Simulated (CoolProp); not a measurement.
Saturation properties of nitrogen.

Computed with CoolProp (reference Helmholtz-energy equation of state, Span 2000).

| T (K) | p (MPa) | enthalpy of vaporisation (kJ/kg) | vapour Z | surface tension (mN/m) | liquid viscosity (µPa s) | liquid conductivity (mW/(m K)) |
|---|---|---|---|---|---|---|
| 73.6 | 0.06351 | 203.9 | 0.9691 | [?] | 188 | 152 |
| 77.1 | [?] | 199.5 | 0.9578 | 8.94 | 162 | 145 |
| 80.6 | 0.1461 | 194.9 | [?] | 8.15 | 142 | 138 |
| 84.1 | 0.2096 | 189.9 | 0.9280 | 7.38 | 125 | [?] |
| 87.6 | [?] | 184.5 | 0.9093 | 6.62 | 111 | 125 |
| 91.1 | 0.3956 | 178.6 | 0.8879 | 5.88 | 99.3 | 118 |
| 94.5 | 0.5201 | 172.4 | 0.8644 | 5.18 | 89.4 | 111 |
| 98 | 0.6756 | 165.3 | 0.8373 | 4.48 | 80.4 | 104 |
| 101.5 | 0.8623 | 157.5 | 0.8070 | 3.80 | 72.5 | 97.2 |

Task: What belongs in the gaps?

Result: 
- 73.6, surface tension (mN/m): 9.74
- 77.1, p (MPa): 0.09831
- 80.6, vapour Z: 0.9441
- 84.1, liquid conductivity (mW/(m K)): 131
- 87.6, p (MPa): 0.2918

It boils at 77.4 K under 1 atm.

Viscosity comes from a separate model (Lemmon 2004). Thermal conductivity comes from a separate model (Lemmon 2004). Surface tension comes from a separate correlation (Mulero 2012).
